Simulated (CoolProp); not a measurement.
Vapour-liquid equilibrium of CHF3 (R23) (1) + R11 (2) at -9.75 °C; x and y are mole fractions of (1).

Values from CoolProp's multi-fluid Helmholtz-energy mixture model, Penoncello 2003 and Jacobsen 1992; pair parameters Bell 2016.

```json
[
 {"x": "0.05", "bubble pressure, mixture model (bar)": "2.644", "bubble pressure, Raoult's law (bar)": "1.196", "y, mixture model": "0.899", "y, Raoult's law": "0.794"},
 {"x": "0.125", "bubble pressure, mixture model (bar)": "5.917", "bubble pressure, Raoult's law (bar)": "2.601", "y, mixture model": "0.953", "y, Raoult's law": "0.913"},
 {"x": "0.2", "bubble pressure, mixture model (bar)": "8.664", "bubble pressure, Raoult's law (bar)": "4.006", "y, mixture model": "0.967", "y, Raoult's law": "0.948"},
 {"x": "0.275", "bubble pressure, mixture model (bar)": "10.79", "bubble pressure, Raoult's law (bar)": "5.411", "y, mixture model": "0.973", "y, Raoult's law": "0.965"},
 {"x": "0.35", "bubble pressure, mixture model (bar)": "12.31", "bubble pressure, Raoult's law (bar)": "6.816", "y, mixture model": "0.976", "y, Raoult's law": "0.975"},
 {"x": "0.425", "bubble pressure, mixture model (bar)": "13.31", "bubble pressure, Raoult's law (bar)": "8.220", "y, mixture model": "0.977", "y, Raoult's law": "0.982"},
 {"x": "0.5", "bubble pressure, mixture model (bar)": "13.95", "bubble pressure, Raoult's law (bar)": "9.625", "y, mixture model": "0.978", "y, Raoult's law": "0.987"},
 {"x": "0.575", "bubble pressure, mixture model (bar)": "14.37", "bubble pressure, Raoult's law (bar)": "11.03", "y, mixture model": "0.979", "y, Raoult's law": "0.990"},
 {"x": "0.65", "bubble pressure, mixture model (bar)": "14.73", "bubble pressure, Raoult's law (bar)": "12.43", "y, mixture model": "0.980", "y, Raoult's law": "0.993"},
 {"x": "0.725", "bubble pressure, mixture model (bar)": "15.16", "bubble pressure, Raoult's law (bar)": "13.84", "y, mixture model": "0.981", "y, Raoult's law": "0.995"},
 {"x": "0.8", "bubble pressure, mixture model (bar)": "15.77", "bubble pressure, Raoult's law (bar)": "15.24", "y, mixture model": "0.983", "y, Raoult's law": "0.997"},
 {"x": "0.875", "bubble pressure, mixture model (bar)": "16.65", "bubble pressure, Raoult's law (bar)": "16.65", "y, mixture model": "0.987", "y, Raoult's law": "0.998"},
 {"x": "0.95", "bubble pressure, mixture model (bar)": "17.90", "bubble pressure, Raoult's law (bar)": "18.05", "y, mixture model": "0.993", "y, Raoult's law": "0.999"}
]
```

The largest gap from Raoult's law is +127.5 % in bubble pressure, at x = 0.125. No azeotrope shows between x = 0.05 and 0.95.

Pair parameters are fitted to limited data, so mixtures are less certain than the pure fluids. The gap from Raoult's law changes sign with composition, which may be real or a fault of the pair parameters; it wasn't checked against measurements. With so large a gap from Raoult's law the liquid may split in two, which this calculation doesn't test in full.
